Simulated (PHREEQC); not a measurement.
Dissolve 1.45 mmol/kgw Al2(SO4)3, 0.0215 mmol/kgw ZnCl2, 0.039 mmol/kgw HCl and 2.35 mmol/kgw Na2SO4 at 65 °C. Closed to the air; pH follows from the charge balance.

All values are PHREEQC results (ion-association model, phreeqc.dat), not measurements.

This is a speciation only: nothing precipitates in the calculation.

### Question
What pH does the model give?

### Answer
pH 3.74.

### Question
In which forms is Zn present?

### Answer
Zn+2 68 %, ZnSO4 31 %, Zn(SO4)2-2 0.8 % of the Zn.

Examples of supersaturated solids here: Gibbsite (slow to form). Others may be too. Constants without temperature data keep their 25 °C values here.
